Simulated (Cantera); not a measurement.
Charge: 1 mol Si, 7.3 mol F₂, 0.59 mol H₂, held at 0.100 bar.

Method: chemical equilibrium by Gibbs-energy minimisation in Cantera with the NASA 1993 tables (ideal gas, pure condensed phases). Candidate condensed phases: Si; 25 gas species. The numbers say what is thermodynamically allowed, not how fast it happens.

Problem. At 950 °C, list the 4 most abundant gas species with their mole fractions, and the condensed phases.

Solution. F 0.666, F₂ 0.123, HF 0.114, SiF₄ 0.0968. Condensed: gas only.
